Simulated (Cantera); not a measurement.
Cantera run, input and output.

```python
import numpy as np
import cantera as ct

surf = ct.Interface("ptcombust.yaml", "Pt_surf")
gas = surf.adjacent["gas"]
gas.TPX = 575, 14000, {'H2': 0.012, 'O2': 0.13, 'N2': 0.79}
surf.TP = 575, 14000
reactor = ct.FlowReactor(gas, clone=False)
reactor.area = 0.0001  # m2
reactor.surface_area_to_volume_ratio = 8400  # 1/m
reactor.mass_flow_rate = 1.1 * reactor.area * gas.density  # inlet velocity 1.1 m/s
reactor.energy_enabled = False
wall = ct.ReactorSurface(surf, reactor, clone=False)
net = ct.ReactorNet([reactor])
net.rtol, net.atol = 1e-8, 1e-16
show, cover = ['H2', 'O2', 'H2O'], ['PT(S)', 'H(S)', 'O(S)', 'OH(S)', 'CO(S)', 'C(S)']

rows = []
print(f"{'z/m':>9s}{'u/(m/s)':>9s}" + "".join(f"{s:>13s}" for s in show + cover))
for z in [6.2e-05, 0.00011, 0.0002, 0.00035, 0.00062, 0.0011, 0.002, 0.0035, 0.0062]:
    net.advance(z)
    rows.append([reactor.speed, *gas[show].X, *surf[cover].coverages])
    print(f"{z:9.4g}{rows[-1][0]:9.3g}" + "".join(f"{x:13.4e}" for x in rows[-1][1:]))
```

It prints:

```
      z/m  u/(m/s)           H2           O2          H2O        PT(S)         H(S)         O(S)        OH(S)        CO(S)         C(S)
  6.2e-05      1.1   4.2097e-03   1.3573e-01   8.7220e-03   4.9609e-02   1.8476e-09   9.4589e-01   4.4998e-03  -6.6307e-26  -9.4441e-30
  0.00011     1.09   2.7529e-03   1.3510e-01   1.0188e-02   3.2605e-02   8.2088e-10   9.6355e-01   3.8409e-03  -4.9115e-26   8.2658e-30
   0.0002     1.09   1.6657e-03   1.3463e-01   1.1283e-02   1.9820e-02   3.1931e-10   9.7707e-01   3.1064e-03  -1.0589e-26  -2.2491e-31
  0.00035     1.09   1.0022e-03   1.3434e-01   1.1950e-02   1.1992e-02   1.2516e-10   9.8554e-01   2.4693e-03   3.8611e-26  -1.4655e-29
  0.00062     1.09   5.8141e-04   1.3416e-01   1.2374e-02   7.0458e-03   4.7111e-11   9.9104e-01   1.9185e-03   1.7462e-27   2.4429e-31
   0.0011     1.09   3.2959e-04   1.3405e-01   1.2627e-02   4.1380e-03   1.7858e-11   9.9438e-01   1.4821e-03   5.9260e-27   4.7182e-31
    0.002     1.09   1.7624e-04   1.3399e-01   1.2782e-02   2.4603e-03   6.8571e-12   9.9639e-01   1.1484e-03   1.3319e-27   9.0308e-31
   0.0035     1.09   9.1489e-05   1.3395e-01   1.2867e-02   1.6367e-03   3.1282e-12   9.9742e-01   9.3910e-04   2.7593e-29  -5.7702e-33
   0.0062     1.09   3.9936e-05   1.3393e-01   1.2919e-02   1.2158e-03   1.6752e-12   9.9797e-01   8.1064e-04  -9.1191e-30   6.6227e-31
```

Cantera simulation using Deutschmann's 1995 Pt surface mechanism with GRI-Mech 3.0 gas chemistry; the numbers are that mechanism's predictions, not measurements. Catalytic surfaces can have several steady states; this one follows from the mechanism file's or the stated starting coverage. Mass transfer to the wall is taken as infinitely fast.
